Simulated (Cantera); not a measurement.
**Moist CO burnout**

An isothermal, constant-pressure homogeneous reactor starts with CO : O2 : H2O : N2 = 0.0031 : 0.007 : 0.00064 : 1 (molar parts), equivalence ratio 0.22, at 1223 K and 100.0 Torr.

Model: GRI-Mech 3.0 (53 species, 325 reactions), integrated in Cantera.

```
t (s)         x CO     x O2     x H2O     x NO2     x N2O     x CO2
--------  --------  -------  --------  --------  --------  --------
0.000400   0.00307  0.00693  0.000633    <1e-12    <1e-12  8.01e-11
0.000768   0.00307  0.00693  0.000633    <1e-12    <1e-12  1.54e-10
0.00147    0.00307  0.00693  0.000633    <1e-12    <1e-12  2.98e-10
0.00283    0.00307  0.00693  0.000633    <1e-12    <1e-12  5.88e-10
0.00543    0.00307  0.00693  0.000633    <1e-12    <1e-12   1.23e-9
0.0104     0.00307  0.00693  0.000633    <1e-12    <1e-12   3.07e-9
0.0200     0.00307  0.00693  0.000633    <1e-12    <1e-12   1.23e-8
0.0384     0.00307  0.00693  0.000633    <1e-12  7.97e-12   1.46e-7
0.0737     0.00305  0.00691  0.000632    <1e-12  8.29e-10   1.50e-5
0.141      0.00183  0.00610  0.000503  7.59e-12   7.51e-8   0.00124
0.271     0.000337  0.00546  0.000553  5.85e-11   8.15e-8   0.00273
0.521      6.83e-5  0.00541  0.000618  1.89e-10   1.15e-7   0.00300
1.00       1.65e-5  0.00540  0.000629  5.03e-10   1.41e-7   0.00306
```
x: mole fraction; the columns are a selection and need not sum to one.

Equilibrium at this temperature and pressure: CO 3.43e-9, O2 0.00538, H2O 0.000634, NO2 3.70e-8, N2O 1.19e-9, CO2 0.00307 (gas phase only).
